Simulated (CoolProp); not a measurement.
The fluid at 293.15 K and 0.111 MPa (gas) is heated at constant pressure to 448.6 K. The same conditions are run with several fluids, on thermodynamics alone (safety and materials aside).

Model: reference Helmholtz-energy equation of state of each fluid (methane: Setzmann 1991; carbon dioxide: Span 1996; ethylene: Smukala 2000; ammonia: Gao 2020; R22: Kamei 1995), in CoolProp.

```
fluid           heat (kJ/kg)  final density (kg/m³)
--------------  ------------  ---------------------
methane                  380                    ___
carbon dioxide           142                    ___
ethylene                 ___                  0.836
ammonia                  ___                  0.508
R22                      114                   2.58
```

**Question.** Some entries are withheld; supply them.

**Answer.** 
- methane, final density (kg/m³): 0.478
- carbon dioxide, final density (kg/m³): 1.31
- ethylene, heat (kJ/kg): 278
- ammonia, heat (kJ/kg): 350
